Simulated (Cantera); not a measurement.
Premixed flame

A freely propagating, adiabatic, planar premixed flame of H₂ : O₂ : N₂ = 1 : 0.735 : 2.2 (molar parts), unburnt at 450 K and 750 Torr; mixture-averaged transport, grid criteria slope 0.08 and curve 0.16, no radiation.

Computed with Cantera and the H2/O2 subset of GRI-Mech 3.0, which has no nitrogen chemistry. Burning velocities carry a grid error of a few per cent, more on coarse grids. Lean hydrogen flames are cellular in practice and burn faster than this planar one.

```
z (mm)   T (K)  u (m/s)     x H₂    x O₂     x H₂O      x H       x O     x HO₂
-------  -----  -------  -------  ------  --------  -------  --------  --------
-1.09      450     3.69    0.254   0.187     <1e-8    <1e-8     <1e-8     <1e-8
-0.729     450     3.69    0.254   0.187     <1e-8    <1e-8     <1e-8     <1e-8
-0.546     450     3.69    0.254   0.187   1.78e-8    <1e-8     <1e-8     <1e-8
-0.364     450     3.69    0.254   0.187   1.21e-6    <1e-8     <1e-8   2.50e-7
-0.182     473     3.83    0.242   0.189  0.000897  1.77e-5   3.62e-6  0.000200
-0.0911    731     5.72    0.199   0.186    0.0243  0.00286  0.000256  0.000327
0         1174     8.89    0.114   0.152     0.104   0.0188   0.00456  0.000140
0.0911    1493     11.2   0.0460   0.101     0.191   0.0303    0.0124   7.49e-5
0.182     1661     12.4   0.0257  0.0807     0.223   0.0278    0.0149   4.96e-5
0.364     1833     13.6   0.0192  0.0734     0.238   0.0189    0.0131   3.26e-5
0.729     1990     14.6   0.0148  0.0704     0.251   0.0105   0.00942   2.02e-5
1.46      2120     15.4  0.00958  0.0686     0.263  0.00475   0.00577   1.15e-5
2.91      2208     15.9  0.00532  0.0681     0.273  0.00179   0.00310   7.07e-6
```
x: mole fraction of selected species; z is measured from the peak of heat release.

| Quantity | Result |
|---|---|
| laminar burning velocity | 369 cm/s |
| thermal thickness | 0.364 mm |
| peak x(H) | 0.0305 |
| peak x(O) | 0.0149 |
| peak x(HO₂) | 0.000456 |
| grid points | 108 |
